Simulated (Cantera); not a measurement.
## Thermodynamics of hydrogen reduction and annealing atmospheres, feed FeS₂ + H₂ + H₂O

Charge: 1 mol FeS₂, 0.95 mol H₂, a varied amount of H₂O, equilibrated at 475 °C and 28.0 Pa.

These are equilibrium values from Cantera (NASA tables, ideal gas, pure condensed phases), not measurements of a reactor. Candidate condensed phases: Fe, FeO, Fe(OH)₂, Fe(OH)₃, FeS, FeSO₄, FeS₂, Fe₂O₃, Fe₂(SO₄)₃, Fe₃O₄, H₂O, H₂SO₄, S; 22 gas species. FeS: taken at fixed stoichiometry. Gases not in the tables: S₃ to S₇. Rates play no part.

| n(H₂O) (mol) | log p H₂S | log p H₂O | log p H₂ | log p S₂ | log p SO₂ | n FeS(s) | n FeS₂(s) |
|---|---|---|---|---|---|---|---|
| 0.19 | -3.68 | -4.34 | -4.73 | -5.29 | -9.22 | 0.916 | 0.0841 |
| 0.3 | -3.72 | -4.18 | -4.77 | -5.29 | -8.82 | 0.920 | 0.0800 |
| 0.48 | -3.77 | -4.03 | -4.83 | -5.29 | -8.42 | 0.927 | 0.0733 |
| 0.76 | -3.85 | -3.91 | -4.91 | -5.29 | -8.02 | 0.937 | 0.0628 |
| 1.2 | -3.95 | -3.81 | -5.01 | -5.29 | -7.62 | 0.954 | 0.0462 |
| 1.9 | -4.07 | -3.74 | -5.13 | -5.29 | -7.22 | 0.981 | 0.0190 |
| 3.1 | -4.23 | -3.68 | -5.25 | -5.36 | -6.90 | 1.00 | 0 |
log p: log10 of the partial pressure in bar; n: condensed amount in mol.

From 0.19 mol H₂O to 1.9 mol H₂O the condensed part is FeS(s) + FeS₂(s). At 3.1 mol H₂O the condensed part is FeS(s).
